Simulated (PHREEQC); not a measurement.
Dissolve 0.027 mol HF and 0.017 mol CuCl2 per kg of water at 25 °C. It is in equilibrium with CO2 at log p = -1 (atm). Otherwise closed; pH follows from the charge balance.

All values are PHREEQC results (ion-association model, phreeqc.dat), not measurements.

```
quantity                    before    after
------------------------  --------  -------
pH                            2.36     2.79
ionic strength (mol/kgw)    0.0536   0.0118
HF (mol/kgw)                0.0216  0.00361
Cu+2 (mol/kgw)              0.0158  0.00329
F- (mol/kgw)               0.00417  0.00168
CuCl+ (mol/kgw)           0.000668  3.94e-5
```

**Question.** What was changed between the two runs?
A. CuCl2 from 0.017 to 0.0153 mol/kgw
B. temperature from 25 to 55 °C
C. temperature from 25 to 5 °C
D. diluted 5-fold with water

**Answer.** D, diluted 5-fold with water

No solid was allowed to form.
